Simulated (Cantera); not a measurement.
Thermodynamics of boron, boron nitride and boron oxide, feed B₂H₆ + N₂ + H₂

Input: 1 mol B₂H₆, a varied amount of N₂, 0.34 mol H₂, equilibrated at 1523.15 K and 0.00133 bar.

Method: chemical equilibrium by Gibbs-energy minimisation in Cantera with the NASA 1993 tables (ideal gas, pure condensed phases). Candidate condensed phases: B, BN; 15 gas species. The feed counts by its element totals alone. Mutual solubility and eutectic melting of coexisting phases are not modelled. The tables' values for BH₂ are old estimates; treat these amounts as uncertain. Kinetics and transport are ignored.

From 0.36 mol N₂ to 0.68 mol N₂ the condensed part is B(s) + BN(s). From 1.3 mol N₂ to 15 mol N₂ the condensed part is BN(s).

```tsv
n(N₂) (mol)	x H₂	x N₂	x H	x BH₂	x BH₃	x NH₃	x B	n B(s)	n BN(s)
0.36	0.999	7.51e-6	0.000634	1.25e-5	2.50e-7	2.11e-10	2.86e-9	1.28	0.720
0.68	0.999	7.51e-6	0.000634	1.25e-5	2.50e-7	2.11e-10	2.86e-9	0.640	1.36
1.3	0.917	0.0824	0.000607	1.10e-7	2.10e-9	1.94e-8	2.73e-11	0	2.00
2.3	0.719	0.280	0.000538	4.66e-8	7.90e-10	2.49e-8	1.48e-11	0	2.00
4.3	0.503	0.497	0.000450	2.45e-8	3.46e-10	1.94e-8	1.11e-11	0	2.00
8.1	0.320	0.680	0.000359	1.33e-8	1.50e-10	1.15e-8	9.51e-12	0	2.00
15	0.192	0.807	0.000278	7.35e-9	6.44e-11	5.85e-9	8.73e-12	0	2.00
```
x: gas mole fraction; n: condensed amount in mol.
